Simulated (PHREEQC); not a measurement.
Make-up at 60 °C: 0.0022 mol Na2SiO3 per kg of water. Closed to the air; pH follows from the charge balance.

All values are PHREEQC results (ion-association model, phreeqc.dat), not measurements.

### Question
The ionic strength comes out as 0.00442 mol/kgw. What activity coefficients do OH-, Na+, H2SiO4-2, H3SiO4- get?

### Answer
OH- 0.92, Na+ 0.93, H2SiO4-2 0.74, H3SiO4- 0.93.

This is a speciation only: nothing precipitates in the calculation. Complexes and solids missing from the database can't appear. Away from 25 °C the constants follow the database's enthalpies or fits; those with neither stay at their 25 °C values.
